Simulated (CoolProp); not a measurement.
Vapour-liquid equilibrium of n-hexane (1) + cyclohexane (2) at 7.07 bar; x and y are mole fractions of (1).

Model: multi-fluid Helmholtz-energy mixture model, Thol 2019 and Zhou 2014; pair parameters Bell 2016, in CoolProp.

```
x     bubble temperature, mixture model (°C)  bubble temperature, Raoult's law (°C)  y, mixture model  y, Raoult's law
----  --------------------------------------  -------------------------------------  ----------------  ---------------
0.05                                   161.5                                  161.7             0.066            0.067
0.2                                    158.4                                  159.0             0.249            0.253
0.35                                   155.8                                  156.5             0.411            0.422
0.5                                    153.4                                  154.1             0.560            0.576
0.65                                   151.2                                  151.7             0.700            0.717
0.8                                    149.2                                  149.6             0.832            0.845
0.95                                   147.4                                  147.5             0.959            0.963
```

The largest gap from Raoult's law is -0.7 K in bubble temperature, at x = 0.35. No azeotrope shows between x = 0.05 and 0.95.

The pair parameters rest on a limited set of measurements; away from them the model extrapolates.
